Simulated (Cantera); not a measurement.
An adiabatic, constant-volume homogeneous reactor starts with CH4 : H2 : O2 : N2 = 1 : 0.6 : 3.33 : 12.5 (molar parts), equivalence ratio 0.69, at 1400 K and 0.940 bar. Integrator tolerance rtol = 1e-08.

Computed with Cantera and GRI-Mech 3.0 (53 species, 325 reactions).

Problem. What does this change do: initial temperature 1400 to 1625 K?

Solution. 
```tsv
quantity	before	after
time of steepest temperature rise	0.328 ms	97.4 µs
temperature at 0.700 s	2731 K	2807 K
equilibrium temperature	2731 K	2807 K
x(CH4) at 0.700 s	<1e-12 (gas-phase equilibrium <1e-12)	<1e-12 (gas-phase equilibrium <1e-12)
x(H2) at 0.700 s	0.00684 (gas-phase equilibrium 0.00684)	0.00925 (gas-phase equilibrium 0.00925)
x(O2) at 0.700 s	0.0542 (gas-phase equilibrium 0.0542)	0.0543 (gas-phase equilibrium 0.0543)
x(H) at 0.700 s	0.00391 (gas-phase equilibrium 0.00391)	0.00633 (gas-phase equilibrium 0.00633)
x(NO) at 0.700 s	0.0161 (gas-phase equilibrium 0.0161)	0.0178 (gas-phase equilibrium 0.0178)
x(C2H2) at 0.700 s	<1e-12 (gas-phase equilibrium <1e-12)	<1e-12 (gas-phase equilibrium <1e-12)
x(CH2) at 0.700 s	<1e-12 (gas-phase equilibrium <1e-12)	<1e-12 (gas-phase equilibrium <1e-12)
```

Problem. What does this change do: pressure from 0.940 bar to 1.60 bar?

Solution. 
```tsv
quantity	before	after
time of steepest temperature rise	0.328 ms	0.214 ms
temperature at 0.700 s	2731 K	2764 K
equilibrium temperature	2731 K	2764 K
x(CH4) at 0.700 s	<1e-12 (gas-phase equilibrium <1e-12)	<1e-12 (gas-phase equilibrium <1e-12)
x(H2) at 0.700 s	0.00684 (gas-phase equilibrium 0.00684)	0.00610 (gas-phase equilibrium 0.00610)
x(O2) at 0.700 s	0.0542 (gas-phase equilibrium 0.0542)	0.0535 (gas-phase equilibrium 0.0535)
x(H) at 0.700 s	0.00391 (gas-phase equilibrium 0.00391)	0.00318 (gas-phase equilibrium 0.00318)
x(NO) at 0.700 s	0.0161 (gas-phase equilibrium 0.0161)	0.0168 (gas-phase equilibrium 0.0168)
x(C2H2) at 0.700 s	<1e-12 (gas-phase equilibrium <1e-12)	<1e-12 (gas-phase equilibrium <1e-12)
x(CH2) at 0.700 s	<1e-12 (gas-phase equilibrium <1e-12)	<1e-12 (gas-phase equilibrium <1e-12)
```
